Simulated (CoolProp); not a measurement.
Oxygen along the isotherm -132.05 °C: fugacity coefficient from the reference equation and from simpler models built on Tc = -118.6 °C, pc = 5.046 MPa, ω = 0.022; each cubic takes its own stable root.

Values from CoolProp's reference Helmholtz-energy equation of state, Schmidt 1985.

| p (MPa) | phase | reference |
|---|---|---|
| 0.229 | gas | 0.9803 |
| 0.459 | gas | 0.9606 |
| 0.688 | gas | 0.9410 |
| 0.918 | gas | 0.9214 |
| 1.15 | gas | 0.9017 |
| 1.38 | gas | 0.8822 |
| 1.61 | gas | 0.8626 |
| 1.84 | gas | 0.8430 |
| 2.06 | gas | 0.8242 |
| 2.29 | gas | 0.8044 |
| 2.52 | gas | 0.7844 |

Q: How far does each simpler model (Soave-Redlich-Kwong, Peng-Robinson) lie from the reference over these 11 states: mean and median of the absolute difference, and the worst?

A: 
- Soave-Redlich-Kwong: mean 0.1 %, median 0.1 %, worst -0.2 % at -132.05 °C and 1.84 MPa
- Peng-Robinson: mean 1.2 %, median 1.3 %, worst -2.1 % at -132.05 °C and 2.52 MPa
